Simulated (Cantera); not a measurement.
Feed: 1 mol SiF₄, 270 mol H₂, equilibrated at 2250 °C and 1.33 mbar.

Cantera equilibrium calculation (NASA polynomials, part measured and part estimated; ideal gas, pure solids and liquids). Candidate condensed phases: Si; 25 gas species. The tables' values for SiF are old estimates; treat these amounts as uncertain. The numbers say what is thermodynamically allowed, not how fast it happens.

Question: What is the equilibrium state?

Answer: 
| Quantity | Result |
|---|---|
| x(H) | 0.520 |
| x(H₂) | 0.467 |
| x(HF) | 0.0108 |
| x(Si) | 0.00265 |
| x(SiF) | 3.78e-5 |
| x(F) | 2.66e-5 |
| x(SiH) | 1.69e-5 |
| x(SiF₂) | 3.39e-6 |
| gas amount | 368.9 mol |
| log10 activity of Si(l) (absent) | -3.20 |
